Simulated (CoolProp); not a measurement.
Values from CoolProp's reference Helmholtz-energy equation of state, Outcalt 1996. It is a modified Benedict-Webb-Rubin equation, recast in Helmholtz form.

Task: For R152A, give the phase and the Prandtl number at 429.6 K and 0.402 MPa; 429.6 K and 12.7 MPa.

Result: 
- 429.6 K and 0.402 MPa: gas; Prandtl number 0.791
- 429.6 K and 12.7 MPa: supercritical; Prandtl number 2.04

Viscosity comes from a separate model (Bell 2016), an estimate that may be off by 10 % or more. Thermal conductivity comes from a separate model (Krauss 1996).
